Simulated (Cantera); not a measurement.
Charge: 1 mol Ta₂O₅, 3.7 mol CO, 8.2 mol H₂, held at 2152 °C and 0.490 bar.

Cantera equilibrium calculation (NASA polynomials, part measured and part estimated; ideal gas, pure solids and liquids). Candidate condensed phases: C, C₆H₆, C₇H₈, C₈H₁₈, H₂O, Ta, TaC, Ta₂O₅; 113 gas species. Mutual solubility and eutectic melting of coexisting phases are not modelled. Condensed phases not in the tables: Ta₂C, N, O or C dissolved in the metal. The numbers say what is thermodynamically allowed, not how fast it happens.

Base state: H₂ 0.667, CO 0.307, H 0.0209, H₂O 0.00442, TaO₂ 0.000572, CO₂ 0.000340, TaO 0.000136, OH 2.62e-5 (mole fractions); condensed: Ta(s) + Ta₂O₅(l).

What changes in the equilibrium state with this change: temperature from 2152 °C to 577 °C?


```
species             before   after
----------------  --------  ------
H₂                   0.667   0.564
H₂O                0.00442   0.171
CH₄                2.48e-8  0.0971
CO                   0.307  0.0874
H                   0.0209   <1e-9
CO₂               0.000340  0.0806
TaO₂              0.000572   <1e-9
TaO               0.000136   <1e-9
OH                 2.62e-5   <1e-9
Ta(s), mol          0.0207       0
Ta₂O₅(l), mol        0.985       0
C(graphite), mol         0    1.36
Ta₂O₅(s), mol            0    1.00
```

What changes in the equilibrium state with this change: pressure from 0.490 bar to 1.33 mbar?


| species | before | after |
|---|---|---|
| H₂ | 0.667 | 0.364 |
| H | 0.0209 | 0.296 |
| CO | 0.307 | 0.240 |
| TaO₂ | 0.000572 | 0.0646 |
| H₂O | 0.00442 | 0.0255 |
| O₂ | 1.50e-9 | 6.17e-5 |
| O | 5.48e-7 | 0.00213 |
| Ta(s), mol | 0.0207 | 0 |
| Ta₂O₅(l), mol | 0.985 | 0.497 |

What changes in the equilibrium state with this change: pressure from 0.490 bar to 11.0 Pa?


| species | before | after |
|---|---|---|
| H | 0.0209 | 0.563 |
| CO | 0.307 | 0.180 |
| H₂ | 0.667 | 0.109 |
| O | 5.48e-7 | 0.0295 |
| TaO₂ | 0.000572 | 0.0965 |
| O₂ | 1.50e-9 | 0.000975 |
| OH | 2.62e-5 | 0.00855 |
| TaO | 0.000136 | 0.00190 |
| Ta(s), mol | 0.0207 | 0 |
| Ta₂O₅(l), mol | 0.985 | 0 |
